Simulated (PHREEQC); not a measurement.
A solution holds 130 mmol/kgw HF, 0.035 mmol/kgw (CH3)4NF and 69 mmol/kgw H2SO4, at 20 °C. It is in equilibrium with CO2 at log p = -1 (atm). Otherwise closed; pH follows from the charge balance.

All values are PHREEQC results (ion-association model, phreeqc.dat), not measurements.

Precipitation was switched off in this run.

### Question
What pH does the model give?

### Answer
pH 1.14.

### Question
In which forms is S present?

### Answer
HSO4- 75 %, SO4-2 25 % of the S.

(CH3)4N+ isn't in the database: it is added as a free cation with an ion size of 4 Å.
